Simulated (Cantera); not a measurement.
Equilibrium for hydrogen reduction and annealing atmospheres: FeS + H2 + H2O

A closed system holds: 1 mol FeS, 40 mol H2, 2 mol H2O, at 0.653 Torr.

Cantera equilibrium calculation (NASA polynomials, part measured and part estimated; ideal gas, pure solids and liquids). Candidate condensed phases: Fe, FeO, Fe(OH)2, Fe(OH)3, FeS, FeSO4, FeS2, Fe2O3, Fe2(SO4)3, Fe3O4, H2O, H2SO4, S; 22 gas species. Metal and sulfide melt together well below either melting point, which pure phases cannot show. Mutual solubility and eutectic melting of coexisting phases are not modelled. FeS: taken at fixed stoichiometry. Gases not in the tables: S3 to S7. Equilibrium is a limit: real reactors are often held back by kinetics, nucleation or transport.

From 873 K to 1173 K the condensed part is Fe(α) + FeS(s). From 1273 K to 1373 K the condensed part is Fe(γ) + FeS(s). From 1473 K to 1573 K the condensed part is Fe(γ). From 1673 K to 1773 K the condensed part is Fe(δ). From 1873 K to 2173 K nothing is condensed.

```tsv
T (K)	log p H2	log p H	log p H2O	log p Fe	log p S	n Fe(α)	n FeS(s)	n Fe(γ)	n Fe(δ)
873	-3.08	-11.87	-4.38	<-15	<-15	0.0140	0.986	0	0
973	-3.08	-10.51	-4.38	-14.42	-13.79	0.0354	0.965	0	0
1073	-3.08	-9.39	-4.38	-12.38	-11.93	0.0758	0.924	0	0
1173	-3.08	-8.47	-4.38	-10.71	-10.38	0.146	0.854	0	0
1273	-3.08	-7.69	-4.38	-9.30	-9.07	0	0.727	0.273	0
1373	-3.09	-7.02	-4.38	-8.11	-7.95	0	0.407	0.592	0
1473	-3.09	-6.44	-4.39	-7.08	-7.15	0	0	0.996	0
1573	-3.09	-5.94	-4.39	-6.18	-6.63	0	0	0.968	0
1673	-3.09	-5.49	-4.39	-5.40	-6.19	0	0	0	0.803
1773	-3.10	-5.10	-4.41	-4.70	-5.83	0	0	0	0.00647
1873	-3.11	-4.74	-4.42	-4.70	-5.52	0	0	0	0
1973	-3.12	-4.43	-4.43	-4.71	-5.28	0	0	0	0
2073	-3.14	-4.15	-4.45	-4.72	-5.10	0	0	0	0
2173	-3.17	-3.90	-4.48	-4.74	-5.00	0	0	0	0
```
log p: log10 of the partial pressure in bar; n: condensed amount in mol.
